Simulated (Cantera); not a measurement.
Charge: 1 mol C3H6, 2 mol NH3, 0.27 mol N2, at 3.30 bar.

These are equilibrium values from Cantera (NASA tables, ideal gas, pure condensed phases), not measurements of a reactor. Candidate condensed phases: C, C6H6, C7H8, C8H18; 92 gas species. Rates play no part.

### Question
What share of the C ends up in condensed phases as a function of T (K), at 1098, 1173, 1248, 1323, 1398, 1473, 1548, 1623, 1698, 1773, 1848, 1923, 1998?

### Answer
```tsv
T (K)	C condensed (%)	as
1098	84.8	C(graphite)
1173	90.9	C(graphite)
1248	94.4	C(graphite)
1323	96.5	C(graphite)
1398	97.7	C(graphite)
1473	98.4	C(graphite)
1548	98.8	C(graphite)
1623	99.0	C(graphite)
1698	99.0	C(graphite)
1773	99.0	C(graphite)
1848	98.8	C(graphite)
1923	98.5	C(graphite)
1998	98.1	C(graphite)
```
